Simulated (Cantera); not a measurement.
Charge: 1 mol NiS, 2400 mol H₂, held at 1675 °C and 200000 Pa.

Equilibrium computed with Cantera from the NASA thermochemical tables; the gas is ideal and each condensed phase is pure. Candidate condensed phases: Ni, NiS, NiS₂, Ni₃S₂, Ni₃S₄, S; 9 gas species. Rates play no part.

Base state: H₂ 0.999, H 0.000799, H₂S 0.000389, Ni 4.99e-5, SH 2.56e-5 (mole fractions); condensed: Ni(l).

### Question
What changes in the equilibrium state with this change: NiS replaced by PbS?

### Answer
| species | before | after |
|---|---|---|
| H₂ | 0.999 | 0.998 |
| H | 0.000799 | 0.000798 |
| Pb | 0 | 0.000411 |
| Ni | 4.99e-5 | 0 |
| H₂S | 0.000389 | 0.000385 |
| SH | 2.56e-5 | 2.53e-5 |
| Ni(l), mol | 0.879 | 0 |
Further candidate phases: Pb, PbS.

### Question
What changes in the equilibrium state with this change: NiS replaced by TiO₂?

### Answer
```csv
species,before,after
H₂,0.999,0.999
H,0.000799,0.000799
H₂O,0,0.000226
H₂S,0.000389,0
Ni,4.99e-5,0
SH,2.56e-5,0
"Ni(l), mol",0.879,0
"TiO(s), mol",0,0.0831
"Ti₂O₃(s), mol",0,0.458
```
Mutual solubility and eutectic melting of coexisting phases are not modelled. TiO: taken at fixed stoichiometry. Further candidate phases: H₂O, Ti, TiO, TiO₂, Ti₂O₃, Ti₃O₅, Ti₄O₇.
